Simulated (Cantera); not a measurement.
Charge: 1 mol Si₂H₆, 0.36 mol CO₂, 2.6 mol H₂, at 327 °C and 13.3 mbar.

Method: chemical equilibrium by Gibbs-energy minimisation in Cantera with the NASA 1993 tables (ideal gas, pure condensed phases). Candidate condensed phases: C, C₆H₆, C₇H₈, C₈H₁₈, H₂O, Si, SiC, SiO₂; 123 gas species. The feed counts by its element totals alone. Kinetics and transport are ignored.

Base state: H₂ 1.000 (mole fractions); condensed: Si(s) + SiC(s) + SiO₂(α-quartz).

### Question
What changes in the equilibrium state with this change: temperature from 327 °C to 1075 °C?

### Answer
| species | before | after |
|---|---|---|
| H₂ | 1.000 | 0.998 |
| SiO | <1e-9 | 0.00177 |
| CO | <1e-9 | 2.60e-5 |
| H | <1e-9 | 2.00e-5 |
| Si(s), mol | 1.28 | 1.28 |
| SiC(s), mol | 0.360 | 0.360 |
| SiO₂(α-quartz), mol | 0.360 | 0 |
| SiO₂(β-quartz), mol | 0 | 0.355 |
Mutual solubility and eutectic melting of coexisting phases are not modelled. The tables hold silica as quartz up to 1696 K and as liquid above; real silica turns to tridymite and cristobalite and melts near 1996 K.
